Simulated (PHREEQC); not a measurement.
# Brine (model solution)

Consider water at 25 °C with 0.72 mol KCl, 0.078 mol NaHCO3 and 0.23 mol KBr per kg of water. Closed to the air; pH follows from the charge balance.

Equilibrium calculation in PHREEQC: Pitzer model, pitzer.dat.

Precipitation was switched off in this run.

Problem. Predict the pH.

Solution. pH 7.86.

Problem. In which forms is C present?

Solution. HCO3- 97 %, CO2 1.7 %, CO3-2 1.7 % of the C.

Complexes and solids missing from the database can't appear. In brines, pH and single-ion activities rest on the MacInnes convention.
